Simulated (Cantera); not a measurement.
Input: 1 mol Si₂Cl₆, 1.7 mol HCl, 180 mol H₂, equilibrated at 10.0 mbar.

Cantera equilibrium calculation (NASA polynomials, part measured and part estimated; ideal gas, pure solids and liquids). Candidate condensed phases: Si; 19 gas species. The feed counts by its element totals alone. Gases not in the tables: Si₂H₆ and higher silanes. The numbers say what is thermodynamically allowed, not how fast it happens.

### Question
Which condensed phases are stable at each of these points (T (°C)): 1025, 1075, 1125, 1175, 1225, 1275, 1325, 1375, 1425, 1475?

### Answer
```tsv
T (°C)	condensed phases	Si condensed (%)
1025	Si(s)	67.7
1075	Si(s)	67.0
1125	Si(s)	66.1
1175	Si(s)	65.1
1225	Si(s)	64.2
1275	Si(s)	63.3
1325	Si(s)	62.4
1375	Si(s)	61.3
1425	Si(l)	60.5
1475	Si(l)	61.3
```

From 1025 °C to 1375 °C the condensed part is Si(s). From 1425 °C to 1475 °C the condensed part is Si(l).
